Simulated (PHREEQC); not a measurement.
A column of 1 m (30 cells, dispersivity 0.05 m, 300 s a shift, diffusion coefficient 3e-10 m²/s) holds 0.0076 eq of the database's cation exchanger X per kg of pore water, first in equilibrium with 0.024 mol/kgw BaCl2 and 1e-05 mol/kgw HCl. It is flushed with 0.0018 mol/kgw BaCl2, 0.0099 mol/kgw CaCl2 and 1e-05 mol/kgw HCl, at 40 °C. Values are for the last cell. CO2 from the air is kept out. Precipitation was switched off in this run.

Base run: PHREEQC, ion-association model, phreeqc.dat. Each further column changes one thing. The table gives Ca in solution (mol/kgw).

```tsv
pore volumes	base	exchange capacity from 0.0076 to 0.0038 eq/kgw	dispersivity from 0.05 to 0.1 m
0	0	0	0
0.2167	2.55e-12	1.09e-11	1.57e-7
0.5167	7.26e-5	0.000126	0.000426
0.7167	0.000776	0.00117	0.00163
0.9167	0.00229	0.00320	0.00318
1.217	0.00485	0.00618	0.00529
1.417	0.00631	0.00759	0.00640
1.617	0.00749	0.00855	0.00729
1.817	0.00837	0.00915	0.00799
2.117	0.00919	0.00962	0.00874
2.317	0.00949	0.00976	0.00908
2.517	0.00967	0.00983	0.00933
2.817	0.00981	0.00988	0.00957
3.017	0.00985	0.00989	0.00968
```

At this temperature some constants are extrapolated from 25 °C, and those without enthalpy data are left unchanged.
